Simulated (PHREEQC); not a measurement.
Make-up at 25 °C: 0.015 mol/kgw NaH2PO4 and 0.001 mol/kgw Na2HPO4. Closed to the air; pH follows from the charge balance.

Computed with PHREEQC (ion-association model, phreeqc.dat).

Problem. The ionic strength comes out as 0.0180 mol/kgw. What activity coefficients do NaHPO4-, H2PO4-, HPO4-2, H+, Na+ get?

Solution. NaHPO4- 0.88, H2PO4- 0.88, HPO4-2 0.60, H+ 0.89, Na+ 0.88.

Precipitation was switched off in this run. Complexes and solids missing from the database can't appear.
